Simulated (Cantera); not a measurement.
**Adiabatic ignition**

An adiabatic, constant-pressure homogeneous reactor starts with 41.6 % H₂, 12.2 % O₂, 46.2 % N₂, at 1048 K and 675 Torr.

Detailed kinetics in Cantera: GRI-Mech 3.0 (53 species, 325 reactions).

```
t (s)     T (K)   x H₂      x O₂     x H₂O    x H₂O₂      x OH       x H
--------  -----  -----  --------  --------  --------  --------  --------
1.00e-6    1048  0.416     0.122  4.74e-12    <1e-12  1.79e-12  1.14e-10
2.40e-6    1048  0.416     0.122  3.87e-11    <1e-12  5.82e-12  2.81e-10
5.75e-6    1048  0.416     0.122  2.96e-10  1.11e-12  1.84e-11  7.71e-10
1.38e-5    1048  0.416     0.122   2.45e-9  7.89e-12  6.99e-11   2.76e-9
3.31e-5    1048  0.416     0.122   3.23e-8  8.85e-11  5.33e-10   2.07e-8
7.94e-5    1048  0.416     0.122   2.57e-6   6.32e-9   3.58e-8   1.37e-6
0.000190   1948  0.153   0.00446     0.230   4.17e-7    0.0138     0.102
0.000457   2558  0.183  0.000563     0.261   5.64e-8   0.00921    0.0293
0.00110    2632  0.187  0.000285     0.266   3.96e-8   0.00697    0.0205
0.00263    2633  0.187  0.000274     0.266   3.87e-8   0.00685    0.0201
0.00630    2632  0.187  0.000270     0.266   3.83e-8   0.00679    0.0201
0.0151     2631  0.188  0.000268     0.266   3.80e-8   0.00677    0.0200
0.0362     2631  0.188  0.000268     0.266   3.80e-8   0.00677    0.0200
0.0869     2631  0.188  0.000268     0.266   3.80e-8   0.00677    0.0200
0.208      2631  0.188  0.000268     0.266   3.80e-8   0.00677    0.0200
0.500      2631  0.188  0.000268     0.266   3.80e-8   0.00677    0.0200
```
x: mole fraction; the columns are a selection and need not sum to one.

```yaml
time_of_steepest_temperature_rise: 0.173 ms
temperature at 0.500 s: 2631 K
equilibrium_temperature: 2631 K
x(H₂) at 0.500 s: 0.188 (gas-phase equilibrium 0.188)
x(O₂) at 0.500 s: 0.000268 (gas-phase equilibrium 0.000268)
x(H₂O) at 0.500 s: 0.266 (gas-phase equilibrium 0.266)
```
